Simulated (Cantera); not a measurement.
Input: 1 mol SiHCl₃, 9.8 mol NH₃, 5.3 mol H₂, equilibrated at 0.140 bar.

Cantera equilibrium calculation (NASA polynomials, part measured and part estimated; ideal gas, pure solids and liquids). Candidate condensed phases: NH₄Cl, Si, Si₃N₄; 28 gas species. The tables' values for SiCl₃ are old estimates; treat these amounts as uncertain. Equilibrium is a limit: real reactors are often held back by kinetics, nucleation or transport. All values below are at 1275 °C.

Base state: H₂ 0.725, N₂ 0.162, HCl 0.110, SiCl₂ 0.00167, SiCl₃ 0.000149, H 7.01e-5, SiCl₄ 3.74e-5, SiHCl₃ 3.01e-5 (mole fractions); condensed: Si₃N₄(s).

Q: What changes in the equilibrium state with this change: H₂ from 5.3 to 99 mol?

A: 
```tsv
species	before	after
H₂	0.725	0.940
N₂	0.162	0.0354
HCl	0.110	0.0246
SiCl₂	0.00167	0.000178
SiCl₄	3.74e-5	1.54e-7
SiCl₃	0.000149	3.13e-6
SiHCl₃	3.01e-5	7.17e-7
H	7.01e-5	7.98e-5
Si₃N₄(s), mol	0.317	0.326
```
